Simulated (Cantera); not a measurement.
Ta + O2 + H2 (tantalum, niobium, vanadium and zirconium in process gases)

Feed: 1 mol Ta, 0.051 mol O2, 3.3 mol H2, equilibrated at 1450 K and 150 Torr.

Equilibrium computed with Cantera from the NASA thermochemical tables; the gas is ideal and each condensed phase is pure. Candidate condensed phases: H2O, Ta, Ta2O5; 12 gas species. Mutual solubility and eutectic melting of coexisting phases are not modelled. Condensed phases not in the tables: N, O or C dissolved in the metal. The numbers say what is thermodynamically allowed, not how fast it happens.

```
Item             Result
-----------  ----------
x(H2)             1.000
x(H2O)          6.19e-5
x(H)            2.11e-5
n(Ta(s))      0.959 mol
n(Ta2O5(s))  0.0204 mol
gas amount    3.300 mol
```
